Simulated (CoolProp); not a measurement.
Saturated liquid density (kg/m³) of ethanol: the reference equation beside estimates from Tc = 514.7 K, pc = 62.68 bar, ω = 0.644.

Values from CoolProp's reference Helmholtz-energy equation of state, Schroeder 2014.

```json
[
 {"T (K)": "374.7", "reference": "712.3", "Soave-Redlich-Kwong": "597.9", "Peng-Robinson": "675.7"},
 {"T (K)": "384.8", "reference": "700.8", "Soave-Redlich-Kwong": "585.8", "Peng-Robinson": "662.5"},
 {"T (K)": "394.8", "reference": "688.7", "Soave-Redlich-Kwong": "573.0", "Peng-Robinson": "648.4"},
 {"T (K)": "404.9", "reference": "675.6", "Soave-Redlich-Kwong": "559.1", "Peng-Robinson": "633.1"},
 {"T (K)": "414.9", "reference": "661.7", "Soave-Redlich-Kwong": "544.3", "Peng-Robinson": "616.7"},
 {"T (K)": "424.9", "reference": "646.7", "Soave-Redlich-Kwong": "528.3", "Peng-Robinson": "598.8"},
 {"T (K)": "435", "reference": "630.3", "Soave-Redlich-Kwong": "510.8", "Peng-Robinson": "579.1"},
 {"T (K)": "445", "reference": "612.9", "Soave-Redlich-Kwong": "491.7", "Peng-Robinson": "557.6"}
]
```

Absolute difference from the reference over all 8 rows, mean and median: Soave-Redlich-Kwong 17.7 and 17.5 %, Peng-Robinson 6.8 and 6.5 %.
